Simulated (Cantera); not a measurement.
Charge: 1 mol Si, 5.1 mol H₂, 1.5 mol HCl, equilibrated at 7.30 bar.

These are equilibrium values from Cantera (NASA tables, ideal gas, pure condensed phases), not measurements of a reactor. Candidate condensed phases: Si; 19 gas species. The tables' values for SiCl₃ are old estimates; treat these amounts as uncertain. The numbers say what is thermodynamically allowed, not how fast it happens. All values below are at 1225 °C.

Base state: H₂ 0.874, HCl 0.0674, SiHCl₃ 0.0172, SiCl₂ 0.0167, SiCl₄ 0.0129, SiCl₃ 0.00820, SiH₂Cl₂ 0.00363, SiH₃Cl 0.000226 (mole fractions); condensed: Si(s).

### Question
What changes in the equilibrium state with this change: HCl from 1.5 to 0.78 mol?

### Answer
| species | before | after |
|---|---|---|
| H₂ | 0.874 | 0.916 |
| HCl | 0.0674 | 0.0539 |
| SiCl₂ | 0.0167 | 0.0102 |
| SiHCl₃ | 0.0172 | 0.00836 |
| SiCl₄ | 0.0129 | 0.00478 |
| SiCl₃ | 0.00820 | 0.00390 |
| SiH₂Cl₂ | 0.00363 | 0.00232 |
| Si(s), mol | 0.626 | 0.828 |
